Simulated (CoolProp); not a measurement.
Properties of isobutene at several states (Tc = 418.1 K, pc = 4.016 MPa, ω = 0.193).

The numbers come from the reference Helmholtz-energy equation of state, Lemmon 2005 in CoolProp. It is a short technical equation, of lower accuracy than the large ones.

| T (K) | p (MPa) | phase | Z | cp (kJ/(kg K)) | cv (kJ/(kg K)) | speed of sound (m/s) | Joule-Thomson coefficient (K/MPa) | isothermal compressibility (1/MPa) |
|---|---|---|---|---|---|---|---|---|
| 523.3 | 1.38 | gas | 0.9425 | 2.469 | ? | 273.5 | 4.826 | 0.7696 |
| 295.1 | 0.12 | gas | 0.9656 | ? | 1.452 | 213.7 | 28.41 | 8.641 |
| 176.9 | 0.151 | liquid | 0.007987 | 1.960 | 1.354 | 1570 | -0.5301 | 0.0008144 |
| 521.5 | 0.0734 | gas | 0.9970 | ? | 2.251 | 286.3 | ? | 13.67 |

Task: Complete the blanks.

Result: 
- 523.3, cv (kJ/(kg K)): 2.272
- 295.1, cp (kJ/(kg K)): 1.629
- 521.5, cp (kJ/(kg K)): 2.402
- 521.5, Joule-Thomson coefficient (K/MPa): 4.617
